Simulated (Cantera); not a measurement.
Input: 1 mol Ta, 0.96 mol H2O, 45 mol H2, equilibrated at 1898.15 K and 0.100 bar.

Equilibrium computed with Cantera from the NASA thermochemical tables; the gas is ideal and each condensed phase is pure. Candidate condensed phases: H2O, Ta, Ta2O5; 12 gas species. Mutual solubility and eutectic melting of coexisting phases are not modelled. Condensed phases not in the tables: N, O or C dissolved in the metal. The numbers say what is thermodynamically allowed, not how fast it happens.

Base state: H2 0.996, H 0.00247, H2O 0.00114 (mole fractions); condensed: Ta(s) + Ta2O5(s).

Problem. What changes in the equilibrium state with this change: pressure from 0.100 bar to 1 atm?

Solution. 
```csv
species,before,after
H2,0.996,0.998
H2O,0.00114,0.00114
H,0.00247,0.000777
"Ta(s), mol",0.637,0.637
"Ta2O5(s), mol",0.181,0.181
```
